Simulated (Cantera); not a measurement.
A closed system holds: 1 mol Si, 0.78 mol HCl, 9 mol H2, equilibrated at 0.133 bar.

These are equilibrium values from Cantera (NASA tables, ideal gas, pure condensed phases), not measurements of a reactor. Candidate condensed phases: Si; 19 gas species. The tables' values for SiCl3 are old estimates; treat these amounts as uncertain. Equilibrium is a limit: real reactors are often held back by kinetics, nucleation or transport. All values below are at 1227 °C.

Base state: H2 0.933, HCl 0.0558, SiCl2 0.0107, SiCl3 0.000562, SiHCl3 0.000162, SiCl4 9.37e-5, H 4.66e-5, SiH2Cl2 4.47e-5 (mole fractions); condensed: Si(s).

Question: What changes in the equilibrium state with this change: HCl from 0.78 to 0.56 mol?

Answer: 
```tsv
species	before	after
H2	0.933	0.949
HCl	0.0558	0.0441
SiCl2	0.0107	0.00660
SiCl4	9.37e-5	3.56e-5
SiCl3	0.000562	0.000272
SiHCl3	0.000162	7.92e-5
SiH2Cl2	4.47e-5	2.80e-5
Si(s), mol	0.887	0.933
```
